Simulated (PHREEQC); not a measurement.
Make-up at 26 °C: 0.0014 mol/kgw NaH2PO4, 0.00083 mol/kgw Na2B4O7 and 0.12 mol/kgw NaCl. Closed to the air; pH follows from the charge balance.

All values are PHREEQC results (ion-association model, phreeqc.dat), not measurements.

This is a speciation only: nothing precipitates in the calculation.

Task: What pH, density does the model give?

Result: pH 8.14; density 1.002 g/cm³.

Task: In which forms is B present?

Result: H3BO3 90 %, H2BO3- 9.7 % of the B.

Complexes and solids missing from the database can't appear.
